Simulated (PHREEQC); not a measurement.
Synthetic water in mg/L, 25 °C, pH 3.11, pe 9.7: Na 379; K 0.741; Ca 408; Mg 42.2; Cl 280; S(6) as SO4 1580; Br 1.29; Cu(2) 2.26.

Valence states are taken as typed.

All values are PHREEQC results (ion-association model, wateq4f.dat), not measurements.

Each row changes one thing in this solution. Precipitation was switched off in this run.

| case | ionic strength (mol/kgw) | CaSO4 (mol/kgw) | Mg+2 (mol/kgw) | MgSO4 (mol/kgw) | HSO4- (mol/kgw) | NaSO4- (mol/kgw) | SI of Gypsum (CaSO4:2H2O) | SI of Epsomite (MgSO4:7H2O) |
|---|---|---|---|---|---|---|---|---|
| as made | 0.0520 | 0.00334 | 0.00110 | 0.000643 | 0.000487 | 0.000424 | -0.19 | -3.42 |
| Na from 379 to 1140 mg/L | 0.0692 | 0.00294 | 0.00117 | 0.000574 | 0.000449 | 0.00115 | -0.24 | -3.47 |
| temperature from 25 to 35 °C at the same typed pH | 0.0511 | 0.00344 | 0.00101 | 0.000729 | 0.000591 | 0.000434 | -0.21 | -3.54 |
| K from 0.741 to 1.48 mg/L | 0.0520 | 0.00334 | 0.00110 | 0.000643 | 0.000487 | 0.000423 | -0.19 | -3.42 |

Complexes and solids missing from the database can't appear.
